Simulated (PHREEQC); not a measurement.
0.14 g of hydrous ferric oxide (600 m²/g; 0.2 weak and 0.005 strong sites per Fe, Dzombak-Morel constants, diffuse double layer) in 1 kg of water with 0.01 mol/kgw of an inert sodium salt and 0.00017 mol/kgw H3BO3 and 9.3e-05 mol/kgw NiCl2, at 25 °C; the pH is set by adding NaOH or the inert anion's acid. O2 is buffered at 0.21 atm. CO2 from the air is kept out. Nothing may precipitate in this run.

The series has 17 steps of pH, from 3 to 11.

All values are PHREEQC results (ion-association model, wateq4f.dat), not measurements.

### Question
Near which pH is half of the Ni sorbed, and on which side is more sorbed?

### Answer
Near pH 7.3, with more sorbed at higher pH.

### Question
At which pH does the surface charge pass through zero?

### Answer
Near pH 8.8.

Along this series the solution becomes supersaturated in solids that the run did not let form, among them Ni(OH)2. The oxide is taken as insoluble; below pH 4 it would dissolve.
